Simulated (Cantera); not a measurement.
A Cantera script and what it prints.

```python
import numpy as np
import cantera as ct

gas_names = """
    CL CL2 H HCL H2 Si SiCL SiCL2 SiCL3 SiCL4 SiH SiHCL3 SiH2 SiH2CL2 SiH3 SiH3CL SiH4 Si2 Si3
""".split()
cond_names = """
    Si(cr) Si(L)
""".split()


# ... load() reads the species with a 1 bar reference pressure and builds the phases ...
atoms = {
    'Si': {'Si': 1},
    'HCl': {'H': 1, 'CL': 1},
    'H2': {'H': 2},
}
top_T = {}  # K; cautious upper limits of use, not melting points


# ... equilibrate(T, P, feed) seeds the gas with the atoms and calls Mixture.equilibrate('TP', solver="vcs", rtol=1e-11, max_steps=5000) ...
results = []
feed = {'Si': 1, 'HCl': 13, 'H2': 7.9}  # mol
P = 10000  # Pa
for T in [450, 550, 650, 750, 850, 950, 1050, 1150, 1250, 1350, 1450, 1550, 1650]:
    mix = equilibrate(T, P, feed)
    results.append((T, P, feed, dict(zip(mix.species_names, mix.species_moles))))
    x = sorted(zip(gas.X, gas.species_names), reverse=True)
    print(f"T = {T:g} K  P = {P:g} Pa  gas = {mix.phase_moles(0):.4g} mol")
    print("   x: " + "  ".join(f"{s} {v:.3e}" for v, s in x if v > 0.0001))
    print("   condensed (mol): " + ("  ".join(f"{mix.phase(i).name} {mix.phase_moles(i):.4g}"
          for i in range(1, mix.n_phases) if mix.phase_moles(i) > 1e-12) or "none"))
```

It prints:

```
T = 450 K  P = 10000 Pa  gas = 19.9 mol
   x: H2 4.975e-01  HCL 4.523e-01  SiCL4 5.025e-02
   condensed (mol): none
T = 550 K  P = 10000 Pa  gas = 19.9 mol
   x: H2 4.975e-01  HCL 4.523e-01  SiCL4 5.025e-02
   condensed (mol): none
T = 650 K  P = 10000 Pa  gas = 19.9 mol
   x: H2 4.975e-01  HCL 4.523e-01  SiCL4 5.025e-02
   condensed (mol): none
T = 750 K  P = 10000 Pa  gas = 19.9 mol
   x: H2 4.975e-01  HCL 4.523e-01  SiCL4 5.023e-02
   condensed (mol): none
T = 850 K  P = 10000 Pa  gas = 19.9 mol
   x: H2 4.974e-01  HCL 4.524e-01  SiCL4 5.016e-02
   condensed (mol): none
T = 950 K  P = 10000 Pa  gas = 19.9 mol
   x: H2 4.972e-01  HCL 4.525e-01  SiCL4 4.999e-02  SiHCL3 2.519e-04
   condensed (mol): none
T = 1050 K  P = 10000 Pa  gas = 19.9 mol
   x: H2 4.969e-01  HCL 4.529e-01  SiCL4 4.960e-02  SiHCL3 5.649e-04
   condensed (mol): none
T = 1150 K  P = 10000 Pa  gas = 19.91 mol
   x: H2 4.960e-01  HCL 4.538e-01  SiCL4 4.866e-02  SiHCL3 1.080e-03  SiCL3 4.496e-04
   condensed (mol): none
T = 1250 K  P = 10000 Pa  gas = 19.93 mol
   x: H2 4.936e-01  HCL 4.562e-01  SiCL4 4.609e-02  SiCL3 1.800e-03  SiHCL3 1.774e-03  SiCL2 5.030e-04
   condensed (mol): none
T = 1350 K  P = 10000 Pa  gas = 20.02 mol
   x: H2 4.863e-01  HCL 4.637e-01  SiCL4 3.916e-02  SiCL3 5.104e-03  SiCL2 3.318e-03  SiHCL3 2.352e-03
   condensed (mol): none
T = 1450 K  P = 10000 Pa  gas = 20.24 mol
   x: HCL 4.802e-01  H2 4.703e-01  SiCL4 2.596e-02  SiCL2 1.200e-02  SiCL3 9.233e-03  SiHCL3 2.192e-03
   condensed (mol): none
T = 1550 K  P = 10000 Pa  gas = 20.51 mol
   x: HCL 4.995e-01  H2 4.517e-01  SiCL2 2.439e-02  SiCL4 1.250e-02  SiCL3 1.046e-02  SiHCL3 1.390e-03
   condensed (mol): none
T = 1650 K  P = 10000 Pa  gas = 20.7 mol
   x: HCL 5.122e-01  H2 4.391e-01  SiCL2 3.410e-02  SiCL3 8.664e-03  SiCL4 4.831e-03  SiHCL3 6.954e-04  H 1.904e-04  CL 1.741e-04
   condensed (mol): none
```

Equilibrium computed with Cantera from the NASA thermochemical tables; the gas is ideal and each condensed phase is pure. The tables' values for SiCl3 are old estimates; treat these amounts as uncertain.
